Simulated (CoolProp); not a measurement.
The numbers come from the reference Helmholtz-energy equation of state, McLinden 2020 in CoolProp.

Problem. Give the vapour pressure (MPa), liquid density (kg/m³), vapour density (kg/m³), enthalpy of vaporisation (kJ/kg) of saturated R1336mzz(Z) at 261, 280 K.

Solution. 
```csv
T (K),p (MPa),liquid density (kg/m³),vapour density (kg/m³),enthalpy of vaporisation (kJ/kg)
261,0.0133,1460,1.02,185
280,0.0342,1410,2.47,177
```
